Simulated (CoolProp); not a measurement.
Tetradecamethylhexasiloxane (MD4M) at several states: Z from the reference equation and from simpler models built on Tc = 653.2 K, pc = 0.8286 MPa, ω = 0.800; each cubic takes its own stable root.

Model: reference Helmholtz-energy equation of state, Thol 2019, in CoolProp.

```tsv
T (K)	p (MPa)	phase	reference	van der Waals	Redlich-Kwong	Soave-Redlich-Kwong	Peng-Robinson
356.3	0.0218	liquid	(withheld)	0.9677	(withheld)	0.004727	0.004214
395.2	0.049	liquid	(withheld)	0.9407	(withheld)	0.009884	0.008796
262	0.539	liquid	0.1232	0.2338	(withheld)	(withheld)	0.1345
313.8	0.0329	liquid	0.006641	0.01247	0.008389	(withheld)	(withheld)
```

Problem. What belongs in the gaps?

Solution. 
- 356.3, reference: 0.004068
- 356.3, Redlich-Kwong: 0.005104
- 395.2, reference: 0.008643
- 395.2, Redlich-Kwong: 0.01081
- 262, Redlich-Kwong: 0.1574
- 262, Soave-Redlich-Kwong: 0.1503
- 313.8, Soave-Redlich-Kwong: 0.007877
- 313.8, Peng-Robinson: 0.007034

At some of these states van der Waals gives the other phase, because its saturation line lies elsewhere.
